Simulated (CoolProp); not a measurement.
Vapour-liquid equilibrium of R125 (1) + ethanol (2) at 68.5 kPa; x and y are mole fractions of (1).

Model: multi-fluid Helmholtz-energy mixture model, Lemmon 2005 and Schroeder 2014; pair parameters Bell 2016, in CoolProp.

```tsv
x	bubble temperature (K)	y at the bubble point	dew temperature at overall composition x (K)	liquid density (mol/L)
0.05	262.1	0.990	340.7	17.41
0.15	237.6	0.999	338.1	17.30
0.25	230.0	0.999	335.2	16.88
0.35	226.3	1.000	332.0	16.40
0.45	224.1	1.000	328.3	15.90
0.55	222.7	1.000	324.0	15.37
0.65	221.7	1.000	318.8	14.84
0.75	220.7	1.000	312.2	14.29
0.85	219.7	1.000	302.7	13.72
0.95	218.3	1.000	284.3	13.14
```

No azeotrope shows between x = 0.05 and 0.95.

The pair parameters rest on a limited set of measurements; away from them the model extrapolates. With so large a gap from Raoult's law the liquid may split in two, which this calculation doesn't test in full.
